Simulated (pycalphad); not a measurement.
An equivalent pycalphad script:

```python
from pycalphad import Database, equilibrium, calculate, variables as v
import numpy as np
db = Database('COST507.tdb')
comps = ['SI', 'CU', 'VA']
phases = ['BCC_A2', 'CU19SI6_ETA', 'CU33SI7_DELTA', 'CU4SI_EPSILON', 'CU56SI11_GAMMA', 'DIAMOND_A4', 'FCC_A1', 'HCP_A3', 'LIQUID']
eq = equilibrium(db, comps, phases, {v.X('CU'): 0.0047, v.T: np.arange(1850, 499, -75), v.P: 101325, v.N: 1}, output=['HM', 'SM'])
```

Source of the numbers: pycalphad with the COST 507 light-alloy database (1999); pressure 1 atm. The data set is of 1999 and partly superseded. Amounts are mole fractions of atoms. Diffusion is slow at the low end, where real alloys seldom reach equilibrium.

Results at three of the temperatures:

```
T = 1775.00 K, P = 101325 Pa, N = 1 mol of atoms
G = -76999 J/mol, H = 88388 J/mol, S = 93.18 J/(mol K)  (SER reference)
chemical potentials (J/mol): Si -76399, Cu -204160
phase             fraction      x(Si)      x(Cu)
LIQUID              1.0000     0.9953     0.0047
```

```
T = 1100.00 K, P = 101325 Pa, N = 1 mol of atoms
G = -35362 J/mol, H = 19687 J/mol, S = 50.05 J/(mol K)  (SER reference)
chemical potentials (J/mol): Si -35242, Cu -60793
phase             fraction      x(Si)      x(Cu)
DIAMOND_A4          0.9931     1.0000       none
LIQUID              0.0069     0.3183     0.6817
```

```
T = 650.00 K, P = 101325 Pa, N = 1 mol of atoms
G = -15680 J/mol, H = 8051 J/mol, S = 36.51 J/(mol K)  (SER reference)
chemical potentials (J/mol): Si -15618, Cu -28627
phase             fraction      x(Si)      x(Cu)
DIAMOND_A4          0.9938     1.0000       none
CU19SI6_ETA         0.0062     0.2400     0.7600
```

Changes of the phase set, refined by bisection:

```tsv
T (°C)	phases above	phases below
1411.7	LIQUID	DIAMOND_A4 + LIQUID
800.5	DIAMOND_A4 + LIQUID	CU19SI6_ETA + DIAMOND_A4
```

Database names, with the compositions (at.%) that they take in these runs: CU19SI6_ETA: Cu 76 Si 24. DIAMOND_A4 is diamond (Si). An entry "none" or "no" means that the model of the phase leaves that element out. The hcp model here describes the intermediate κ phase of Cu-Si.
